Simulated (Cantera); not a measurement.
A closed system holds: 1 mol Si3N4, 1.1 mol CO2, 1.2 mol H2, equilibrated at 1.00 Pa.

Equilibrium computed with Cantera from the NASA thermochemical tables; the gas is ideal and each condensed phase is pure. Candidate condensed phases: C, C6H6, C7H8, C8H18, H2O, Si, SiC, SiO2, Si2N2O, Si3N4; 151 gas species. Kinetics and transport are ignored. All values below are at 850 °C.

Base state: H2 0.500, CO 0.292, N2 0.208 (mole fractions); condensed: C(graphite) + Si2N2O(s).

What changes in the equilibrium state with this change: Si3N4 replaced by Si?


| species | before | after |
|---|---|---|
| H2 | 0.500 | 0.600 |
| CO | 0.292 | 0.400 |
| SiO | 5.23e-6 | 0.000191 |
| N2 | 0.208 | 0 |
| H | 9.52e-6 | 1.04e-5 |
| C(graphite), mol | 0.400 | 0 |
| Si2N2O(s), mol | 1.50 | 0 |
| SiC(s), mol | 0 | 0.300 |
| SiO2(β-quartz), mol | 0 | 0.700 |
Mutual solubility and eutectic melting of coexisting phases are not modelled.
